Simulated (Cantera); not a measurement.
An isothermal, constant-pressure homogeneous reactor starts with CO : O2 : H2O : N2 = 0.013 : 0.0031 : 0.0017 : 1 (molar parts), at 1473 K and 0.760 atm.

Detailed kinetics in Cantera: GRI-Mech 3.0 (53 species, 325 reactions).

x: mole fraction; the columns are a selection and need not sum to one.

```tsv
t (s)	x CO	x O2	x H2O	x OH	x H2	x H2O2
0.000300	0.0128	0.00305	0.00167	1.70e-9	2.61e-10	<1e-12
0.000726	0.0128	0.00305	0.00167	1.14e-8	4.64e-9	<1e-12
0.00176	0.0128	0.00304	0.00167	?	?	7.00e-12
0.00425	0.0111	0.00208	0.00128	8.15e-5	9.66e-5	5.99e-9
0.0103	0.00680	0.000342	0.000716	7.77e-5	0.000299	4.77e-9
0.0249	0.00623	5.48e-5	0.00101	3.55e-5	0.000386	1.44e-9
0.0602	0.00620	5.80e-6	0.00114	1.23e-5	0.000437	2.18e-10
0.146	0.00622	6.56e-7	0.00119	4.24e-6	0.000455	2.81e-11
0.353	0.00624	8.05e-8	0.00120	1.49e-6	0.000462	3.58e-12
0.854	0.00624	1.00e-8	0.00121	5.22e-7	0.000464	<1e-12
2.07	0.00624	?	0.00121	?	0.000464	<1e-12
5.00	0.00624	2.27e-10	0.00121	7.79e-8	0.000465	<1e-12
```

Question: Fill in the missing entries.

Answer: 
- 0.00176, x OH: 3.34e-7
- 0.00176, x H2: 2.10e-7
- 2.07, x O2: 1.33e-9
- 2.07, x OH: 1.89e-7
